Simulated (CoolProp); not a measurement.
Saturated liquid density (kg/m³) of water: the reference equation beside estimates from Tc = 647.1 K, pc = 22060 kPa, ω = 0.344. Rackett uses Z = 0.29056 − 0.08775 ω.

Values from CoolProp's reference Helmholtz-energy equation of state, Wagner 2002.

```json
[
 {"T (K)": "336", "reference": "981.7", "Rackett": "845.4", "van der Waals": "479.1", "Redlich-Kwong": "710.5"},
 {"T (K)": "345.1", "reference": "976.6", "Rackett": "[?]", "van der Waals": "475.1", "Redlich-Kwong": "703.9"},
 {"T (K)": "354.1", "reference": "[?]", "Rackett": "829.9", "van der Waals": "471.2", "Redlich-Kwong": "697.2"},
 {"T (K)": "363.2", "reference": "965.3", "Rackett": "[?]", "van der Waals": "467.1", "Redlich-Kwong": "690.3"},
 {"T (K)": "372.2", "reference": "959.0", "Rackett": "814.0", "van der Waals": "463.0", "Redlich-Kwong": "683.3"},
 {"T (K)": "381.3", "reference": "952.4", "Rackett": "805.8", "van der Waals": "458.7", "Redlich-Kwong": "676.1"},
 {"T (K)": "390.4", "reference": "945.3", "Rackett": "797.5", "van der Waals": "454.4", "Redlich-Kwong": "668.6"},
 {"T (K)": "399.4", "reference": "938.0", "Rackett": "789.2", "van der Waals": "450.0", "Redlich-Kwong": "661.0"},
 {"T (K)": "408.5", "reference": "930.2", "Rackett": "780.6", "van der Waals": "445.5", "Redlich-Kwong": "653.1"},
 {"T (K)": "417.5", "reference": "922.2", "Rackett": "772.1", "van der Waals": "440.9", "Redlich-Kwong": "645.1"},
 {"T (K)": "426.6", "reference": "[?]", "Rackett": "763.2", "van der Waals": "436.1", "Redlich-Kwong": "636.8"}
]
```

Problem. Fill in the missing entries.

Solution. 
- 345.1, Rackett: 837.6
- 354.1, reference: 971.2
- 363.2, Rackett: 821.9
- 426.6, reference: 913.8

Absolute difference from the reference over all 11 rows, mean and median: Rackett 15.3 and 15.4 %, van der Waals 51.8 and 51.8 %, Redlich-Kwong 29.0 and 29.0 %.
